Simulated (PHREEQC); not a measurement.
Dissolve 0.19 mol/kgw HF, 0.00051 mol/kgw NH4HF2, 0.0073 mol/kgw (NH4)2SiF6 and 0.00022 mol/kgw HCl at 25 °C. Closed to the air; pH follows from the charge balance.

All values are PHREEQC results (ion-association model, phreeqc.dat), not measurements.

| Item | Value |
|---|---|
| pH | 1.86 |
| ionic strength | 0.0384 mol/kgw |
| total alkalinity | -220 meq/kg |

```
species  molality  activity   log γ
-------  --------  --------  ------
HF          0.168     0.170   0.004
H+         0.0160    0.0138  -0.063
NH4+       0.0151    0.0124  -0.086
F-        0.00989   0.00820  -0.082
SiF6-2    0.00730   0.00364  -0.302
HF2-      0.00639   0.00534  -0.078
Cl-      0.000220  0.000183  -0.080
```

This is a speciation only: nothing precipitates in the calculation. SiF6-2 is the database's only silicon fluoride.
